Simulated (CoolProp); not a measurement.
Ethanol at 446.69 K and 0.398 MPa is compressed adiabatically to 2.02 MPa with isentropic efficiency 0.85. Each further row changes one setting.

The numbers come from the reference Helmholtz-energy equation of state, Schroeder 2014 in CoolProp.

```json
[
 {"case": "as stated", "work (kJ/kg)": "157", "final temperature (K)": "535.2", "final density (kg/m³)": "22.9"},
 {"case": "efficiency 1", "work (kJ/kg)": "133", "final temperature (K)": "525.8", "final density (kg/m³)": "23.5"},
 {"case": "efficiency 0.65", "work (kJ/kg)": "205", "final temperature (K)": "554.4", "final density (kg/m³)": "21.7"}
]
```
